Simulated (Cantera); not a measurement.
Thermodynamics of silicon epitaxy and polysilicon growth, feed SiHCl3 + N2

A closed system holds: 1 mol SiHCl3, a varied amount of N2, held at 1550 K and 13300 Pa.

These are equilibrium values from Cantera (NASA tables, ideal gas, pure condensed phases), not measurements of a reactor. Candidate condensed phases: NH4Cl, Si, Si3N4; 28 gas species. The tables' values for SiCl3 are old estimates; treat these amounts as uncertain. The numbers say what is thermodynamically allowed, not how fast it happens.

```csv
n(N2) (mol),x N2,x HCl,x SiCl2,x SiCl4,x SiCl3,x H2,x SiHCl3,x Cl,n Si3N4(s)
16,0.904,0.0487,0.0193,0.0136,0.00971,0.00415,0.000143,5.21e-5,0.0838
20,0.922,0.0400,0.0168,0.0104,0.00792,0.00318,0.000102,4.88e-5,0.0806
25,0.936,0.0327,0.0145,0.00792,0.00643,0.00243,7.23e-5,4.57e-5,0.0772
33,0.950,0.0254,0.0121,0.00556,0.00491,0.00174,4.68e-5,4.19e-5,0.0726
42,0.960,0.0203,0.0103,0.00404,0.00387,0.00130,3.18e-5,3.88e-5,0.0683
53,0.968,0.0163,0.00877,0.00295,0.00305,0.000979,2.18e-5,3.59e-5,0.0640
68,0.975,0.0129,0.00736,0.00209,0.00235,0.000725,1.44e-5,3.30e-5,0.0592
87,0.980,0.0102,0.00616,0.00147,0.00180,0.000539,9.54e-6,3.02e-5,0.0545
110,0.984,0.00813,0.00518,0.00104,0.00139,0.000407,6.40e-6,2.77e-5,0.0499
140,0.987,0.00644,0.00431,0.000723,0.00106,0.000306,4.22e-6,2.54e-5,0.0453
```
x: gas mole fraction; n: condensed amount in mol.

From 16 mol N2 to 140 mol N2 the condensed part is Si3N4(s). The main Si-bearing gas is SiCl2 throughout. The share of Si in condensed phases is highest at 16 mol N2 (25.1 %) and lowest at 140 mol N2 (13.6 %).
